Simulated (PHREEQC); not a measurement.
A solution holds 0.11 mol HCl, 0.00031 mol LiCl and 0.00069 mol MgSO4 per kg of water, at 25 °C. Closed to the air; pH follows from the charge balance.

The numbers come from PHREEQC with the ion-association model, phreeqc.dat.

* **pH**: 1.05
* **ionic strength**: 0.112 mol/kgw
* **specific conductance**: 38700 µS/cm
* **density**: 0.999 g/cm³
* **total alkalinity**: -110 meq/kg

| species | molality | activity | log γ |
|---|---|---|---|
| Cl- | 0.110 | 0.0837 | -0.120 |
| H+ | 0.109 | 0.0898 | -0.086 |
| Mg+2 | 0.000687 | 0.000272 | -0.403 |
| HSO4- | 0.000551 | 0.000427 | -0.111 |
| Li+ | 0.000310 | 0.000245 | -0.103 |
| SO4-2 | 0.000136 | 4.89e-5 | -0.445 |
| MgSO4 | 3.03e-6 | 3.11e-6 | 0.011 |
| LiSO4- | 6.72e-8 | 5.22e-8 | -0.110 |

This is a speciation only: nothing precipitates in the calculation. Species that the database lacks are ignored.
